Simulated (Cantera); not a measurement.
A perfectly stirred reactor is fed with H2 : O2 : N2 = 1 : 0.5 : 5.5 (molar parts), at 100000 Pa; it is adiabatic with a 500 K inlet, and is followed from long to short residence time, starting on the burning branch (τ in s: 0.067, 0.023, 0.008, 0.0028, 0.00096, 0.00033, 0.00011, 4e-05, 1.4e-05, 4.8e-06).

Detailed kinetics in Cantera: the H2/O2 subset of GRI-Mech 3.0, which has no nitrogen chemistry.

What does this change do: pressure from 100000 Pa to 1000000 Pa?


| quantity | before | after |
|---|---|---|
| blow-out, bracketed by the residence times tried | burning at 0.110 ms, out at 40.0 µs | burning at 40.0 µs, out at 14.0 µs |
| x(H2) at τ = 67.0 ms | 0.00411 | 0.00134 |
| x(O2) at τ = 67.0 ms | 0.00196 | 0.000639 |
| x(OH) at τ = 67.0 ms | 0.000772 | 0.000141 |
| x(O) at τ = 67.0 ms | 0.000101 | 3.31e-6 |
| x(H2O2) at τ = 67.0 ms | 1.69e-7 | 1.09e-7 |
| x(H2) at τ = 0.330 ms | 0.0196 | 0.00816 |
| x(O2) at τ = 0.330 ms | 0.0116 | 0.00406 |
| x(OH) at τ = 0.330 ms | 0.00177 | 0.000587 |
| x(O) at τ = 0.330 ms | 0.00174 | 0.000106 |
| x(H2O2) at τ = 0.330 ms | 1.67e-6 | 1.24e-6 |
The hydrogen kinetics of GRI-Mech 3.0 are dated; newer H2 mechanisms differ, most at raised pressure.

What does this change do: N2 5.5 to 3.9 parts?


| quantity | before | after |
|---|---|---|
| blow-out, bracketed by the residence times tried | burning at 0.110 ms, out at 40.0 µs | burning at 0.110 ms, out at 40.0 µs |
| x(H2) at τ = 67.0 ms | 0.00411 | 0.00585 |
| x(O2) at τ = 67.0 ms | 0.00196 | 0.00258 |
| x(OH) at τ = 67.0 ms | 0.000772 | 0.00174 |
| x(O) at τ = 67.0 ms | 0.000101 | 0.000160 |
| x(H2O2) at τ = 67.0 ms | 1.69e-7 | 8.06e-8 |
| x(H2) at τ = 0.330 ms | 0.0196 | 0.0235 |
| x(O2) at τ = 0.330 ms | 0.0116 | 0.0132 |
| x(OH) at τ = 0.330 ms | 0.00177 | 0.00444 |
| x(O) at τ = 0.330 ms | 0.00174 | 0.00310 |
| x(H2O2) at τ = 0.330 ms | 1.67e-6 | 1.26e-6 |

What does this change do: O2 0.5 to 0.7 parts?


| quantity | before | after |
|---|---|---|
| blow-out, bracketed by the residence times tried | burning at 0.110 ms, out at 40.0 µs | burning at 0.110 ms, out at 40.0 µs |
| x(H2) at τ = 67.0 ms | 0.00411 | 0.000415 |
| x(O2) at τ = 67.0 ms | 0.00196 | 0.0298 |
| x(OH) at τ = 67.0 ms | 0.000772 | 0.000891 |
| x(O) at τ = 67.0 ms | 0.000101 | 0.000136 |
| x(H2O2) at τ = 67.0 ms | 1.69e-7 | 2.26e-7 |
| x(H2) at τ = 0.330 ms | 0.0196 | 0.0100 |
| x(O2) at τ = 0.330 ms | 0.0116 | 0.0340 |
| x(OH) at τ = 0.330 ms | 0.00177 | 0.00294 |
| x(O) at τ = 0.330 ms | 0.00174 | 0.00285 |
| x(H2O2) at τ = 0.330 ms | 1.67e-6 | 2.48e-6 |
